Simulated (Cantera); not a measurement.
Charge: 1 mol TiO₂, 2.3 mol C, 0.077 mol CO, at 1100 K and 10.0 mbar.

Equilibrium computed with Cantera from the NASA thermochemical tables; the gas is ideal and each condensed phase is pure. Candidate condensed phases: C, Ti, TiC, TiO, TiO₂, Ti₂O₃, Ti₃O₅, Ti₄O₇; 15 gas species. Kinetics and transport are ignored.

Base state: CO 0.999, CO₂ 0.000881 (mole fractions); condensed: C(graphite) + TiO₂(rutile).

Question: What changes in the equilibrium state with this change: temperature from 1100 K to 1398 K?

Answer: 
```csv
species,before,after
CO,0.999,1.000
CO₂,0.000881,5.04e-5
"C(graphite), mol",2.30,0
"TiO₂(rutile), mol",1.00,0
"TiC(s), mol",0,0.720
"Ti₂O₃(s), mol",0,0.140
```
Mutual solubility and eutectic melting of coexisting phases are not modelled. TiC: taken at fixed stoichiometry.
